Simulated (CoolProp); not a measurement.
Values from CoolProp's reference Helmholtz-energy equation of state, Platzer 1990. This equation is an older, rougher fit; its heat capacities, sound speeds and derivatives of the liquid may be far off and weren't checked against measurements.

Problem. Give the vapour pressure (bar), enthalpy of vaporisation (kJ/kg), surface tension (mN/m), liquid conductivity (mW/(m K)) of saturated c-C4F8 (RC318) at 339.1, 359.2 K.

Solution. 
```json
[
 {"T (K)": "339.1", "p (bar)": "9.71", "enthalpy of vaporisation (kJ/kg)": "82.2", "surface tension (mN/m)": "3.84", "liquid conductivity (mW/(m K))": "53.8"},
 {"T (K)": "359.2", "p (bar)": "15.3", "enthalpy of vaporisation (kJ/kg)": "66.8", "surface tension (mN/m)": "1.99", "liquid conductivity (mW/(m K))": "47.7"}
]
```

Thermal conductivity comes from a separate model (Huber 2003), an estimate that may be off by 10 % or more. Surface tension comes from a separate correlation (Mulero 2012).
